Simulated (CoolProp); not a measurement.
Computed with CoolProp (reference Helmholtz-energy equation of state, Span 1996).

Give the vapour pressure (kPa), liquid density (kg/m³), liquid cp (kJ/(kg K)), surface tension (mN/m) of saturated carbon dioxide at 238.3, 244.3, 268.4 K.


```
T (K)  p (kPa)  liquid density (kg/m³)  liquid cp (kJ/(kg K))  surface tension (mN/m)
-----  -------  ----------------------  ---------------------  ----------------------
238.3     1210                    1100                   2.04                    11.5
244.3     1480                    1070                   2.08                    10.2
268.4     3070                     955                   2.41                    5.36
```

Surface tension comes from a separate correlation (Mulero 2012).
